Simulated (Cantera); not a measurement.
Input: 1 mol SiO2, 1.4 mol CO, 2.6 mol H2, held at 7.50 bar.

Method: chemical equilibrium by Gibbs-energy minimisation in Cantera with the NASA 1993 tables (ideal gas, pure condensed phases). Candidate condensed phases: C, C6H6, C7H8, C8H18, H2O, Si, SiC, SiO2; 123 gas species. The tables hold silica as quartz up to 1696 K and as liquid above; real silica turns to tridymite and cristobalite and melts near 1996 K. Equilibrium is a limit: real reactors are often held back by kinetics, nucleation or transport.

Problem. At 1875 K, list the 6 most abundant gas species with their mole fractions, and the condensed phases.

Solution. H2 0.648, CO 0.349, H2O 0.00114, SiO 0.000676, CH4 0.000568, H 0.000193. Condensed: SiO2(condensed).
